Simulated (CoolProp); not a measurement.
Vapour-liquid equilibrium of carbon dioxide (1) + propylene (2) at -21.95 °C; x and y are mole fractions of (1).

The numbers come from the multi-fluid Helmholtz-energy mixture model, Span 1996 and Lemmon 2013; pair parameters Bell 2016 in CoolProp.

```tsv
x	bubble pressure (MPa)	y at the bubble point	dew pressure at overall composition x (MPa)	liquid density (mol/L)
0.05	0.4214	0.334	0.2999	14.00
0.125	0.6112	0.556	0.3249	14.44
0.2	0.7811	0.667	0.3542	14.92
0.275	0.9306	0.733	0.3890	15.42
0.35	1.061	0.777	0.4312	15.95
0.425	1.175	0.810	0.4833	16.52
0.5	1.276	0.836	0.5491	17.15
0.575	1.368	0.859	0.6347	17.83
0.65	1.454	0.880	0.7499	18.58
0.725	1.538	0.901	0.9105	19.42
0.8	1.621	0.923	1.139	20.37
0.875	1.706	0.948	1.435	21.45
0.95	1.794	0.977	1.713	22.70
```

No azeotrope shows between x = 0.05 and 0.95.

Pair parameters are fitted to limited data, so mixtures are less certain than the pure fluids.
